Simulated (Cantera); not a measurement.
What does this Cantera script print?

```python
import numpy as np
import cantera as ct

gas = ct.Solution("gri30.yaml", transport_model="multicomponent")
show = ['OH', 'O', 'CH4']

rows = []
print(f"{'T/K':>7s}{'rho':>11s}{'cp':>10s}{'mu':>11s}{'lambda':>11s}{'Pr':>7s}" + "".join(f"{'D_' + s:>11s}" for s in show))
for T in [400, 500, 600, 700, 800, 900, 1000, 1100]:
    gas.TPX = T, 2100, {'NH3': 0.62}
    Pr = gas.cp_mass * gas.viscosity / gas.thermal_conductivity
    D = [gas.mix_diff_coeffs_mole[gas.species_index(s)] for s in show]
    rows.append([gas.density, gas.cp_mass, gas.viscosity, gas.thermal_conductivity, Pr, *D])
    print(f"{T:7g}{gas.density:11.4e}{gas.cp_mass:10.1f}{gas.viscosity:11.4e}"
          f"{gas.thermal_conductivity:11.4e}{Pr:7.3f}" + "".join(f"{d:11.4e}" for d in D))
print("SI units: kg/m3, J/kg/K, Pa s, W/m/K, m2/s")
```

It prints:

```
    T/K        rho        cp         mu     lambda     Pr       D_OH        D_O      D_CH4
    400 1.0754e-02    2269.4 1.3919e-05 4.4202e-02  0.715 2.8657e-03 2.9105e-03 1.8658e-03
    500 8.6031e-03    2465.8 1.7444e-05 6.0113e-02  0.716 4.2986e-03 4.3658e-03 2.8446e-03
    600 7.1693e-03    2662.0 2.0904e-05 7.7571e-02  0.717 5.9467e-03 6.0397e-03 3.9829e-03
    700 6.1451e-03    2844.4 2.4262e-05 9.5939e-02  0.719 7.7935e-03 7.9154e-03 5.2671e-03
    800 5.3769e-03    3009.3 2.7504e-05 1.1477e-01  0.721 9.8262e-03 9.9799e-03 6.6869e-03
    900 4.7795e-03    3162.4 3.0628e-05 1.3400e-01  0.723 1.2035e-02 1.2223e-02 8.2341e-03
   1000 4.3016e-03    3319.2 3.3637e-05 1.5412e-01  0.724 1.4411e-02 1.4636e-02 9.9018e-03
   1100 3.9105e-03    3454.4 3.6536e-05 1.7392e-01  0.726 1.6947e-02 1.7212e-02 1.1685e-02
SI units: kg/m3, J/kg/K, Pa s, W/m/K, m2/s
```

Computed with Cantera and GRI-Mech 3.0 (53 species, 325 reactions). Polar gases are described roughly by these parameters. The composition is frozen, though it would react at the higher temperatures.
